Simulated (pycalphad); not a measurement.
CALPHAD calculation (pycalphad, COST 507 light-alloy database (1999)), 1 atm. The data set is of 1999 and partly superseded. Amounts are mole fractions of atoms.

Q: Give the equilibrium state of Al-16.8Si-0.27Mn (at.%) at 297 °C.

A: fcc, fraction 0.819, with 0.05 Si, <0.01 Mn at.%; diamond (Si), fraction 0.166, with >99.99 Si, no Mn at.%; ALMNSI_ALPHA, fraction 0.016, with 12.2 Si, 17.4 Mn at.%.

Q: Give the equilibrium state of Al-16.8Si-0.27Mn (at.%) at 617 °C.

A: 
```
T = 890.00 K, P = 101325 Pa, N = 1 mol of atoms
G = -34645 J/mol, H = 30753 J/mol, S = 73.48 J/(mol K)  (SER reference)
chemical potentials (J/mol): Al -36204, Si -25340, Mn -134918
phase             fraction      x(Al)      x(Si)      x(Mn)
LIQUID              0.9759     0.8498     0.1475     0.0028
DIAMOND_A4          0.0241   1.65e-06     1.0000       none
```

Database names, with the compositions (at.%) that they take in these runs: ALMNSI_ALPHA: Al 70 Mn 17 Si 12. DIAMOND_A4 is diamond (Si). An entry "none" or "no" means that the model of the phase leaves that element out.
